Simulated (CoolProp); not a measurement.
Vapour-liquid equilibrium of R125 (1) + R152A (2) at 231.4 K; x and y are mole fractions of (1).

Model: multi-fluid Helmholtz-energy mixture model, Lemmon 2005 and Outcalt 1996; pair parameters Bell 2016, in CoolProp.

Q: Give the bubble pressure and the first vapour's composition at x = 0.425, 0.65, 0.725. Is there an azeotrope?

A: x = 0.425: 80.85 kPa, y = 0.680; x = 0.65: 101.3 kPa, y = 0.845; x = 0.725: 108.6 kPa, y = 0.887. No azeotrope shows between x = 0.05 and 0.95.

Pair parameters are fitted to limited data, so mixtures are less certain than the pure fluids. The gap from Raoult's law changes sign with composition, which may be real or a fault of the pair parameters; it wasn't checked against measurements.
